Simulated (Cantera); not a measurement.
Feed: 1 mol Si, 0.75 mol Cl2, 12 mol H2, equilibrated at 13.3 mbar.

Cantera equilibrium calculation (NASA polynomials, part measured and part estimated; ideal gas, pure solids and liquids). Candidate condensed phases: Si; 19 gas species. The tables' values for SiCl3, SiCl are old estimates; treat these amounts as uncertain. The numbers say what is thermodynamically allowed, not how fast it happens. All values below are at 1575 K.

Base state: H2 0.904, HCl 0.0747, SiCl2 0.0209, H 0.000342, SiCl3 0.000299, Cl 2.25e-5, SiHCl3 1.81e-5, SiCl 1.55e-5 (mole fractions); condensed: Si(s).

Q: What changes in the equilibrium state with this change: pressure from 13.3 mbar to 1.00 bar?

A: 
```
species      before     after
----------  -------  --------
H2            0.904     0.908
HCl          0.0747    0.0694
SiCl2        0.0209    0.0180
SiH3Cl      3.81e-7   2.67e-5
SiH2Cl2     4.81e-6  0.000312
SiHCl3      1.81e-5   0.00108
SiCl4       1.12e-5  0.000620
SiCl        1.55e-5   1.66e-6
Si(s), mol    0.728     0.719
```
The tables' values for SiCl3 are old estimates; treat these amounts as uncertain.
